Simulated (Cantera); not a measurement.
Feed: 1 mol SiCl4, 3.7 mol H2O, 0.12 mol H2, equilibrated at 0.0750 bar.

These are equilibrium values from Cantera (NASA tables, ideal gas, pure condensed phases), not measurements of a reactor. Candidate condensed phases: H2O, Si, SiO2; 30 gas species. The tables hold silica as quartz up to 1696 K and as liquid above; real silica turns to tridymite and cristobalite and melts near 1996 K. Gases not in the tables: Si(OH)4. Equilibrium is a limit: real reactors are often held back by kinetics, nucleation or transport.

**Question.** Which condensed phases are stable at each of these points (T (K)): 673, 823, 973, 1123, 1273, 1423, 1573, 1723, 1873?

**Answer.** 
| T (K) | condensed phases | Si condensed (%) |
|---|---|---|
| 673 | SiO2(α-quartz) | 100.0 |
| 823 | SiO2(α-quartz) | 100.0 |
| 973 | SiO2(β-quartz) | 100.0 |
| 1123 | SiO2(β-quartz) | 100.0 |
| 1273 | SiO2(β-quartz) | 100.0 |
| 1423 | SiO2(β-quartz) | 100.0 |
| 1573 | SiO2(β-quartz) | 100.0 |
| 1723 | SiO2(condensed) | 100.0 |
| 1873 | SiO2(condensed) | 100.0 |

From 673 K to 823 K the condensed part is SiO2(α-quartz). From 973 K to 1573 K the condensed part is SiO2(β-quartz). From 1723 K to 1873 K the condensed part is SiO2(condensed).
